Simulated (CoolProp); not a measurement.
The fluid at 293.15 K and 0.126 MPa is throttled through a valve to 0.00759 MPa with no heat exchange. The same conditions are run with several fluids, on thermodynamics alone (safety and materials aside).

Model: reference Helmholtz-energy equation of state of each fluid (propane: Lemmon 2009; ammonia: Gao 2020; R124: de Vries 1995; R152A: Outcalt 1996; sulfur hexafluoride: Guder 2009), in CoolProp.

| fluid | temperature change (K) | final density (kg/m³) |
|---|---|---|
| propane | -2.1 | 0.139 |
| ammonia | -3.7 | 0.0538 |
| R124 | -2.9 | 0.430 |
| R152A | -3.6 | 0.209 |
| sulfur hexafluoride | -1.2 | 0.457 |
